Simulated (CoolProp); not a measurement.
Model: reference Helmholtz-energy equation of state, Gao 2022, in CoolProp.

Q: Give the vapour pressure (kPa), enthalpy of vaporisation (kJ/kg), liquid cp (kJ/(kg K)), vapour Z of saturated n-perfluorohexane at 294.3, 338.6 K.

A: 
```json
[
 {"T (K)": "294.3", "p (kPa)": "24.8", "enthalpy of vaporisation (kJ/kg)": "94.1", "liquid cp (kJ/(kg K))": "1.04", "vapour Z": "0.978"},
 {"T (K)": "338.6", "p (kPa)": "133", "enthalpy of vaporisation (kJ/kg)": "82.1", "liquid cp (kJ/(kg K))": "1.11", "vapour Z": "0.924"}
]
```
